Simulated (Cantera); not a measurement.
A closed system holds: 1 mol Al, 6 mol Br2, held at 1323.15 K and 6.30 Torr.

Cantera equilibrium calculation (NASA polynomials, part measured and part estimated; ideal gas, pure solids and liquids). Candidate condensed phases: Al, AlBr3, Br2; 7 gas species. Equilibrium is a limit: real reactors are often held back by kinetics, nucleation or transport.

Base state: Br 0.594, Br2 0.278, AlBr3 0.128 (mole fractions); condensed: gas only.

### Question
What changes in the equilibrium state with this change: temperature from 1323.15 K to 600 K?

### Answer
| species | before | after |
|---|---|---|
| Br2 | 0.278 | 0.844 |
| AlBr3 | 0.128 | 0.125 |
| Al2Br6 | 2.74e-7 | 0.0313 |
| Br | 0.594 | 2.32e-5 |

### Question
What changes in the equilibrium state with this change: temperature from 1323.15 K to 698.15 K?

### Answer
```json
[
 {"species": "Br2", "before": "0.278", "after": "0.820"},
 {"species": "AlBr3", "before": "0.128", "after": "0.177"},
 {"species": "Al2Br6", "before": "2.74e-7", "after": "0.00278"},
 {"species": "Br", "before": "0.594", "after": "0.000353"}
]
```

### Question
What changes in the equilibrium state with this change: Br2 from 6 to 0.81 mol?

### Answer
| species | before | after |
|---|---|---|
| AlBr | <1e-9 | 0.690 |
| AlBr3 | 0.128 | 0.310 |
| Br | 0.594 | 2.12e-5 |
| Br2 | 0.278 | <1e-9 |
| Al | <1e-9 | 1.57e-5 |
